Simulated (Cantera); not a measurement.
Standard-state values (1 bar) from the NASA 1993 polynomials, evaluated with Cantera. Values are per mole of reaction as written; species without (g) are pure solids or liquids, kept so even where they would boil at 1 bar.

NO2(g) + 3 N(g) = 2 N2O(g)

```csv
T (K),ΔH° (kJ),ΔS° (J/K),ΔG° (kJ),log10 K
300,-1289.1,-260.2,-1211.0,210.85
2100,-1297.8,-276.8,-716.5,17.82
2250,[?],[?],[?],[?]
2400,-1297.0,-276.5,-633.5,13.79
2550,-1296.6,-276.3,-592.1,12.13
2700,[?],[?],[?],[?]
```

Some entries are withheld; supply them.


- 2250, ΔH° (kJ): -1297.4
- 2250, ΔS° (J/K): -276.6
- 2250, ΔG° (kJ): -675.0
- 2250, log10 K: 15.67
- 2700, ΔH° (kJ): -1296.2
- 2700, ΔS° (J/K): -276.1
- 2700, ΔG° (kJ): -550.6
- 2700, log10 K: 10.65
